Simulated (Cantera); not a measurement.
Charge: 1 mol Ti, 18 mol CO2, 20 mol CO, 0.0026 mol O2, equilibrated at 977 °C and 11.0 Pa.

These are equilibrium values from Cantera (NASA tables, ideal gas, pure condensed phases), not measurements of a reactor. Candidate condensed phases: C, Ti, TiC, TiO, TiO2, Ti2O3, Ti3O5, Ti4O7; 15 gas species. Kinetics and transport are ignored.

Base state: CO 0.579, CO2 0.421 (mole fractions); condensed: TiO2(rutile).

### Question
What changes in the equilibrium state with this change: Ti replaced by Al?

### Answer
```
species            before  after
-----------------  ------  -----
CO                  0.579  0.566
CO2                 0.421  0.434
TiO2(rutile), mol    1.00      0
Al2O3(s), mol           0  0.500
```
Further candidate phases: Al, Al2O3.
